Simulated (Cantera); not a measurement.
Charge: 1 mol SiCl4, 0.67 mol HCl, 0.92 mol H2, 1.8 mol Cl2, held at 777 °C and 1.00 bar.

Equilibrium computed with Cantera from the NASA thermochemical tables; the gas is ideal and each condensed phase is pure. Candidate condensed phases: Si; 19 gas species. Rates play no part.

**Question.** What is the equilibrium state?

**Answer.** 
```
Property                             Result
--------------------------------  ---------
x(HCl)                                0.572
x(SiCl4)                              0.228
x(Cl2)                                0.200
x(Cl)                              0.000354
gas amount                        4.391 mol
log10 activity of Si(s) (absent)     -25.33
```
